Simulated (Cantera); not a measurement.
Source: NASA polynomial tables (part measured, part estimated), evaluated in Cantera. Values are per mole of reaction as written; species without (g) are pure solids or liquids, kept so even where they would boil at 1 bar.

**Question.** Between 300 and 1375 K, where is each reaction favourable under standard conditions?
- 12 OH(g) + Cr2N → N(g) + 6 H2O(g) + 2 CrO3(g)

**Answer.** 
- 12 OH(g) + Cr2N → N(g) + 6 H2O(g) + 2 CrO3(g): ΔG° is -1775 kJ at 300 K and -1229 kJ at 1375 K; it stays negative (K > 1). ΔH° is -1959 kJ and ΔS° -531 J/K at 1375 K.
